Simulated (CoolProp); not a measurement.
Vapour-liquid equilibrium of dimethyl carbonate (1) + n-octane (2) at 1.45 MPa; x and y are mole fractions of (1).

Values from CoolProp's multi-fluid Helmholtz-energy mixture model, Zhou 2011 and Beckmüller 2019; pair parameters Bell 2016.

| x | bubble temperature, mixture model (K) | bubble temperature, Raoult's law (K) | y, mixture model | y, Raoult's law |
|---|---|---|---|---|
| 0.05 | 523.2 | 526.8 | 0.113 | 0.109 |
| 0.2 | 504.4 | 515.5 | (withheld) | 0.370 |
| 0.35 | (withheld) | 506.1 | 0.550 | 0.560 |
| 0.5 | 485.1 | 498.0 | (withheld) | 0.704 |
| 0.65 | 480.5 | 490.9 | 0.748 | 0.817 |
| 0.8 | 477.8 | 484.7 | 0.834 | 0.906 |
| 0.95 | 477.0 | 479.1 | 0.948 | 0.979 |

Q: What belongs in the gaps?

A: 
- 0.2, y, mixture model: 0.383
- 0.35, bubble temperature, mixture model (K): 492.4
- 0.5, y, mixture model: 0.661

The largest gap from Raoult's law is -13.7 K in bubble temperature, at x = 0.35. y crosses x between x = 0.8 and 0.95: the model has an azeotrope there.

Pair parameters are fitted to limited data, so mixtures are less certain than the pure fluids.
